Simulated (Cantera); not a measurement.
Charge: 1 mol B2O3, 2 mol H2O, equilibrated at 875 °C and 1.00 bar.

Cantera equilibrium calculation (NASA polynomials, part measured and part estimated; ideal gas, pure solids and liquids). Candidate condensed phases: B, B2O3, B3O3H3, H2O; 23 gas species. Gases not in the tables: H3BO3. The numbers say what is thermodynamically allowed, not how fast it happens.

Base state: H2O 0.986, (HBO2)3 0.0140, HBO2 0.000381 (mole fractions); condensed: B2O3(l).

Q: What changes in the equilibrium state with this change: temperature from 875 °C to 2002 °C?

A: 
| species | before | after |
|---|---|---|
| HBO2 | 0.000381 | 0.479 |
| H2O | 0.986 | 0.405 |
| B2O3 | 1.56e-9 | 0.0869 |
| H2 | 3.25e-6 | 0.0123 |
| (HBO2)3 | 0.0140 | 1.74e-5 |
| BO2 | <1e-9 | 0.00686 |
| H | <1e-9 | 0.000942 |
| B2O3(l), mol | 0.958 | 0 |

Q: What changes in the equilibrium state with this change: temperature from 875 °C to 775 °C?

A: 
```
species         before    after
------------  --------  -------
H2O              0.986    0.979
(HBO2)3         0.0140   0.0213
HBO2          0.000381  6.77e-5
B2O3(l), mol     0.958    0.937
```
